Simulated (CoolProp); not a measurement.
Ethanol along the isobar 898 kPa: Z from the reference equation and from simpler models built on Tc = 241.6 °C, pc = 6268 kPa, ω = 0.644; each cubic takes its own stable root.

Values from CoolProp's reference Helmholtz-energy equation of state, Schroeder 2014.

```json
[
 {"T (°C)": "97.15", "phase": "liquid", "reference": "0.01871", "Soave-Redlich-Kwong": "0.02226", "Peng-Robinson": "0.01970"},
 {"T (°C)": "107.65", "phase": "liquid", "reference": "0.01850", "Soave-Redlich-Kwong": "0.02209", "Peng-Robinson": "0.01954"},
 {"T (°C)": "118.15", "phase": "liquid", "reference": "0.01832", "Soave-Redlich-Kwong": "0.02199", "Peng-Robinson": "0.01944"},
 {"T (°C)": "128.65", "phase": "liquid", "reference": "0.01820", "Soave-Redlich-Kwong": "0.02195", "Peng-Robinson": "0.01939"},
 {"T (°C)": "139.15", "phase": "liquid", "reference": "0.01812", "Soave-Redlich-Kwong": "0.02200", "Peng-Robinson": "0.01942"},
 {"T (°C)": "149.65", "phase": "gas", "reference": "0.8727", "Soave-Redlich-Kwong": "0.8883", "Peng-Robinson": "0.8822"},
 {"T (°C)": "160.05", "phase": "gas", "reference": "0.8892", "Soave-Redlich-Kwong": "0.8985", "Peng-Robinson": "0.8924"},
 {"T (°C)": "170.55", "phase": "gas", "reference": "0.9031", "Soave-Redlich-Kwong": "0.9076", "Peng-Robinson": "0.9016"},
 {"T (°C)": "181.05", "phase": "gas", "reference": "0.9147", "Soave-Redlich-Kwong": "0.9158", "Peng-Robinson": "0.9099"},
 {"T (°C)": "191.55", "phase": "gas", "reference": "0.9246", "Soave-Redlich-Kwong": "0.9232", "Peng-Robinson": "0.9173"},
 {"T (°C)": "202.05", "phase": "gas", "reference": "0.9331", "Soave-Redlich-Kwong": "0.9298", "Peng-Robinson": "0.9240"},
 {"T (°C)": "212.55", "phase": "gas", "reference": "0.9404", "Soave-Redlich-Kwong": "0.9358", "Peng-Robinson": "0.9301"},
 {"T (°C)": "223.05", "phase": "gas", "reference": "0.9466", "Soave-Redlich-Kwong": "0.9412", "Peng-Robinson": "0.9356"},
 {"T (°C)": "233.45", "phase": "gas", "reference": "0.9520", "Soave-Redlich-Kwong": "0.9461", "Peng-Robinson": "0.9406"},
 {"T (°C)": "243.95", "phase": "gas", "reference": "0.9568", "Soave-Redlich-Kwong": "0.9506", "Peng-Robinson": "0.9452"}
]
```
